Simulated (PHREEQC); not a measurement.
## City or well water (model solution)

Model water analysis in mg/L, 25 °C, pH 7.69, pe 11.3:

| constituent | mg/L |
|---|---|
| Na | 16.4 |
| K | 4.02 |
| Ca | 21 |
| Mg | 2 |
| Cl | 36.1 |
| S(6) as SO4 | 31.1 |
| Alkalinity as HCO3 | 23.5 |
| B | 0.116 |
| Sr | 4.23 |
| Zn | 2.12 |

Valence states are taken as typed.

Model: ion-association model, wateq4f.dat, run in PHREEQC.

Precipitation was switched off in this run.

Q: What charge-balance error does the model give?

A: charge-balance error 3.4 %.

Q: In which forms is Mg present?

A: Mg+2 95 %, MgSO4 4.2 % of the Mg.
